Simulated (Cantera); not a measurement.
Input (Python, Cantera) and output of one run.

```python
import numpy as np
import cantera as ct

gas_names = [...]  # 148 gases of nasa_gas.yaml made of Al, C, H, N, O
cond_names = """
    AL(cr) AL(L) ALN(s) AL2O3(a) AL2O3(L) C(gr) C6H6(L) C7H8(L) C8H18(L),n-octa H2O(s) H2O(L)
""".split()


# ... load() reads the species with a 1 bar reference pressure and builds the phases ...
atoms = {
    'Al(CH3)3': {'AL': 1, 'C': 3, 'H': 9},
    'NH3': {'N': 1, 'H': 3},
    'N2': {'N': 2},
    'N2O': {'N': 2, 'O': 1},
}
top_T = {'ALN(s)': 2750, 'C(gr)': 4500}  # K; cautious upper limits of use, not melting points


# ... equilibrate(T, P, feed) seeds the gas with the atoms and calls Mixture.equilibrate('TP', solver="vcs", rtol=1e-11, max_steps=5000) ...
results = []
feed = {'Al(CH3)3': 1, 'NH3': 0.32, 'N2': 8.1, 'N2O': 27}  # mol
T = 1523  # K
P = 10000  # Pa
mix = equilibrate(T, P, feed)
results.append((T, P, feed, dict(zip(mix.species_names, mix.species_moles))))
print(gas.report(threshold=0.001))
for i in range(1, mix.n_phases):
    print(f"{mix.phase(i).name:16s} {mix.phase_moles(i):12.5e} mol")
```

Output:

```
       temperature   1523 K
          pressure   10000 Pa
           density   0.022546 kg/m^3
  mean mol. weight   28.55 kg/kmol
   phase of matter   gas

                          1 kg             1 kmol
                     ---------------   ---------------
          enthalpy       -1.8186e+05       -5.1921e+06  J
   internal energy        -6.254e+05       -1.7855e+07  J
           entropy            9651.1        2.7554e+05  J/K
    Gibbs function       -1.4881e+07       -4.2483e+08  J
 heat capacity c_p            1321.9             37740  J/K
 heat capacity c_v            1030.7             29426  J/K

                      mass frac. Y      mole frac. X     chem. pot. / RT
                     ---------------   ---------------   ---------------
               CO2          0.091564            0.0594            -66.47
               H2O          0.062174          0.098531           -50.059
                NO         0.0011163         0.0010621             -30.4
                N2           0.68457           0.69766           -28.722
                O2           0.16048           0.14318           -32.079
     [ +143 minor]        0.00010065        0.00016659

AL(L)             0.00000e+00 mol
ALN(s)            0.00000e+00 mol
AL2O3(a)          5.00000e-01 mol
C(gr)             0.00000e+00 mol
```

Cantera equilibrium calculation (NASA polynomials, part measured and part estimated; ideal gas, pure solids and liquids). The feed counts by its element totals alone.
